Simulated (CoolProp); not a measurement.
Vapour-liquid equilibrium of CHF3 (R23) (1) + R143a (2) at 0.281 MPa; x and y are mole fractions of (1).

The numbers come from the multi-fluid Helmholtz-energy mixture model, Penoncello 2003 and Lemmon and Jacobsen 2000; pair parameters Bell 2016 in CoolProp.

| x | bubble temperature (°C) | y at the bubble point | dew temperature at overall composition x (°C) | liquid density (mol/L) |
|---|---|---|---|---|
| 0.05 | -26.5 | 0.156 | … | 13.36 |
| 0.125 | -31.5 | 0.352 | -25.8 | 13.81 |
| 0.2 | -36.1 | 0.507 | -27.6 | 14.26 |
| 0.275 | -40.3 | 0.625 | -29.4 | … |
| 0.35 | -44.0 | 0.715 | -31.4 | 15.18 |
| 0.425 | -47.2 | … | -33.5 | 15.64 |
| 0.5 | -50.1 | 0.834 | … | 16.11 |
| 0.575 | -52.5 | 0.874 | -38.4 | 16.58 |
| 0.65 | -54.7 | … | -41.2 | 17.06 |
| 0.725 | -56.6 | … | -44.4 | 17.55 |
| 0.8 | -58.3 | 0.953 | -48.2 | 18.06 |
| 0.875 | -59.9 | 0.972 | -52.6 | 18.59 |
| 0.95 | -61.3 | 0.989 | -58.1 | 19.14 |

Complete the blanks.


- 0.05, dew temperature at overall composition x (°C): -24.2
- 0.275, liquid density (mol/L): 14.72
- 0.425, y at the bubble point: 0.782
- 0.5, dew temperature at overall composition x (°C): -35.8
- 0.65, y at the bubble point: 0.905
- 0.725, y at the bubble point: 0.931

No azeotrope shows between x = 0.05 and 0.95.

The pair parameters rest on a limited set of measurements; away from them the model extrapolates.
